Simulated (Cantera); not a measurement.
# Gas activation for diamond growth

A perfectly stirred reactor is fed with CH₄ : H₂ : N₂ = 0.041 : 1 : 0.0021 (molar parts), at 9.00 Torr; it is held at 2275 K, and followed from long to short residence time.

Cantera simulation using GRI-Mech 3.0 (53 species, 325 reactions); the numbers are that mechanism's predictions, not measurements. GRI-Mech 3.0 stops at C3 and has no aromatics, soot or wall deposition, so with more carbon than oxygen in the feed, carbon stays in small species such as C2H2 where larger ones or solid carbon would form. Radical loss at walls, strong at low pressure, is not modelled.

```json
[
 {"τ (s)": "2.1", "x CH₄": "0.000116", "x H₂": "0.926", "x HCN": "3.87e-5", "x C₂H": "4.48e-5", "x C₂H₂": "0.0182", "x CH₃": "0.000127"},
 {"τ (s)": "0.75", "x CH₄": "0.000343", "x H₂": "0.939", "x HCN": "1.53e-5", "x C₂H": "3.28e-5", "x C₂H₂": "0.0182", "x CH₃": "0.000275"},
 {"τ (s)": "0.27", "x CH₄": "0.000972", "x H₂": "0.949", "x HCN": "5.66e-6", "x C₂H": "2.35e-5", "x C₂H₂": "0.0178", "x CH₃": "0.000569"},
 {"τ (s)": "0.099", "x CH₄": "0.00242", "x H₂": "0.955", "x HCN": "2.13e-6", "x C₂H": "1.71e-5", "x C₂H₂": "0.0169", "x CH₃": "0.00108"},
 {"τ (s)": "0.036", "x CH₄": "0.00551", "x H₂": "0.957", "x HCN": "7.55e-7", "x C₂H": "1.20e-5", "x C₂H₂": "0.0151", "x CH₃": "0.00194"},
 {"τ (s)": "0.013", "x CH₄": "0.0113", "x H₂": "0.957", "x HCN": "2.35e-7", "x C₂H": "7.40e-6", "x C₂H₂": "0.0116", "x CH₃": "0.00319"},
 {"τ (s)": "0.0047", "x CH₄": "0.0203", "x H₂": "0.955", "x HCN": "5.83e-8", "x C₂H": "3.29e-6", "x C₂H₂": "0.00669", "x CH₃": "0.00441"},
 {"τ (s)": "0.0017", "x CH₄": "0.0302", "x H₂": "0.954", "x HCN": "8.24e-9", "x C₂H": "6.38e-7", "x C₂H₂": "0.00197", "x CH₃": "0.00433"},
 {"τ (s)": "0.00061", "x CH₄": "0.0363", "x H₂": "0.956", "x HCN": "3.41e-10", "x C₂H": "2.39e-8", "x C₂H₂": "0.000162", "x CH₃": "0.00238"},
 {"τ (s)": "0.00022", "x CH₄": "0.0383", "x H₂": "0.957", "x HCN": "7.26e-12", "x C₂H": "2.73e-10", "x C₂H₂": "4.96e-6", "x CH₃": "0.000946"}
]
```
x: mole fraction; the columns are a selection and need not sum to one.
